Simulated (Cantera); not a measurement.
## Diamond growth

A diamond (100) surface in a fixed gas of H2 with x(CH4) = 0.0028, x(H) = 0.0054, x(CH3) = 0.00014, at 1100 K; coverages are run to steady state.

Computed with Cantera and the Harris–Goodwin 1993 mechanism for the reconstructed diamond (100) surface.

```json
[
 {"P (Pa)": "1300", "growth (µm/h)": "0.645", "θ c6HH": "0.510", "θ c6H*": "0.0277", "θ c6*H": "0.438", "θ c6**": "0.0178", "θ c6HM": "0.00405"},
 {"P (Pa)": "1800", "growth (µm/h)": "1.04", "θ c6HH": "0.509", "θ c6H*": "0.0276", "θ c6*H": "0.438", "θ c6**": "0.0178", "θ c6HM": "0.00480"},
 {"P (Pa)": "2500", "growth (µm/h)": "1.66", "θ c6HH": "0.509", "θ c6H*": "0.0276", "θ c6*H": "0.437", "θ c6**": "0.0178", "θ c6HM": "0.00556"},
 {"P (Pa)": "3600", "growth (µm/h)": "2.70", "θ c6HH": "0.508", "θ c6H*": "0.0276", "θ c6*H": "0.437", "θ c6**": "0.0178", "θ c6HM": "0.00634"},
 {"P (Pa)": "5000", "growth (µm/h)": "4.10", "θ c6HH": "0.508", "θ c6H*": "0.0276", "θ c6*H": "0.436", "θ c6**": "0.0177", "θ c6HM": "0.00696"},
 {"P (Pa)": "7000", "growth (µm/h)": "6.17", "θ c6HH": "0.507", "θ c6H*": "0.0276", "θ c6*H": "0.436", "θ c6**": "0.0177", "θ c6HM": "0.00751"},
 {"P (Pa)": "9800", "growth (µm/h)": "9.12", "θ c6HH": "0.507", "θ c6H*": "0.0276", "θ c6*H": "0.436", "θ c6**": "0.0177", "θ c6HM": "0.00795"},
 {"P (Pa)": "14000", "growth (µm/h)": "13.6", "θ c6HH": "0.507", "θ c6H*": "0.0276", "θ c6*H": "0.435", "θ c6**": "0.0177", "θ c6HM": "0.00832"}
]
```
θ: site fractions in the mechanism's names (c6HH fully hydrogenated, c6H* and c6*H radical sites, c6** diradical, c6HM methylated).
